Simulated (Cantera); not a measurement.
A closed system holds: 1 mol SO2, 1.1 mol O2, equilibrated at 1973 K and 0.200 bar.

These are equilibrium values from Cantera (NASA tables, ideal gas, pure condensed phases), not measurements of a reactor. Candidate condensed phases: S; 10 gas species. The numbers say what is thermodynamically allowed, not how fast it happens.

Base state: O2 0.523, SO2 0.475, SO3 0.000932, O 0.000877, SO 0.000170 (mole fractions); condensed: gas only.

**Question.** What changes in the equilibrium state with this change: temperature from 1973 K to 3048 K?

**Answer.** 
```csv
species,before,after
O2,0.523,0.402
SO2,0.475,0.319
O,0.000877,0.189
SO,0.000170,0.0850
S,2.08e-8,0.00466
S2,<1e-9,5.15e-5
SO3,0.000932,7.63e-5
```

**Question.** What changes in the equilibrium state with this change: SO2 replaced by HI?

**Answer.** 
| species | before | after |
|---|---|---|
| I | 0 | 0.422 |
| O2 | 0.523 | 0.361 |
| H2O | 0 | 0.210 |
| SO2 | 0.475 | 0 |
| OH | 0 | 0.00444 |
| HI | 0 | 0.00165 |
| I2 | 0 | 0.00117 |
| SO3 | 0.000932 | 0 |
Further candidate phases: H2O, I2.

**Question.** What changes in the equilibrium state with this change: temperature from 1973 K to 973 K?

**Answer.** 
```
species    before  after
-------  --------  -----
O2          0.523  0.469
SO2         0.475  0.301
SO3      0.000932  0.230
O        0.000877  <1e-9
SO       0.000170  <1e-9
```
